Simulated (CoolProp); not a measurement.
A single-stage vapour-compression cycle with isobutane: evaporating at 301.15 K (dew point), condensing at 349.15 K (bubble point), superheat 10 K, subcooling 0 K, compressor efficiency 0.6, no pressure losses. Each further row changes one setting.

Model: reference Helmholtz-energy equation of state, Bücker 2006, in CoolProp.

| case | cooling COP | pressure ratio | discharge temperature (K) | refrigerating effect (kJ/kg) | volumetric capacity (kJ/m³) |
|---|---|---|---|---|---|
| as stated | 2.78 | 3.23 | 364.6 | 217 | 2060 |
| evaporating temperature 306.15 K | 3.25 | 2.81 | 363.6 | 224 | 2430 |
| condensing temperature 344.15 K | 3.24 | 2.91 | 359.6 | 231 | 2190 |
| subcooling 5 K | 2.96 | 3.23 | 364.6 | 231 | 2190 |
| superheat 20 K | 2.87 | 3.23 | 374.4 | 236 | 2140 |
| compressor efficiency 0.5 | 2.31 | 3.23 | 371.4 | 217 | 2060 |
